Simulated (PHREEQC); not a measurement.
Copper plating or etch bath: an equilibrium model

Consider water at 10 °C with 110 mmol/kgw CuCl2, 100 mmol/kgw H2SO4 and 0.15 mmol/kgw KCl. Closed to the air; pH follows from the charge balance.

The numbers come from PHREEQC with the ion-association model, phreeqc.dat.

Precipitation was switched off in this run.

Question: Predict the pH, density.

Answer: pH 0.96; density 1.020 g/cm³.

Question: In which forms is K present?

Answer: K+ 97 %, KSO4- 2.6 % of the K.

Away from 25 °C the constants follow the database's enthalpies or fits; those with neither stay at their 25 °C values.
